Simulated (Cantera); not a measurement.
# Thermodynamics of silicon nitride deposition, feed SiCl4 + NH3 + N2

Feed: 1 mol SiCl4, 1.6 mol NH3, 3 mol N2, at 0.133 bar.

Cantera equilibrium calculation (NASA polynomials, part measured and part estimated; ideal gas, pure solids and liquids). Candidate condensed phases: NH4Cl, Si, Si3N4; 28 gas species. The tables' values for SiCl3, SiCl are old estimates; treat these amounts as uncertain. Kinetics and transport are ignored.

| T (K) | log p N2 | log p HCl | log p H2 | log p SiCl2 | log p SiCl3 | log p SiCl4 | n Si3N4(s) |
|---|---|---|---|---|---|---|---|
| 1600 | -1.21 | -1.41 | -1.66 | -2.17 | -2.61 | -2.67 | 0.109 |
| 1675 | -1.21 | -1.48 | -1.63 | -1.95 | -2.65 | -3.03 | 0.0428 |
| 1750 | -1.20 | -1.52 | -1.62 | -1.85 | -2.76 | -3.42 | 0 |
| 1825 | -1.21 | -1.51 | -1.62 | -1.83 | -2.87 | -3.73 | 0 |
| 1900 | -1.21 | -1.50 | -1.63 | -1.82 | -2.99 | -4.02 | 0 |
| 1975 | -1.21 | -1.50 | -1.63 | -1.81 | -3.10 | -4.30 | 0 |
| 2050 | -1.21 | -1.50 | -1.64 | -1.81 | -3.20 | -4.57 | 0 |
log p: log10 of the partial pressure in bar; n: condensed amount in mol.

From 1600 K to 1675 K the condensed part is Si3N4(s). From 1750 K to 2050 K nothing is condensed. The main Si-bearing gas is SiCl2 throughout.
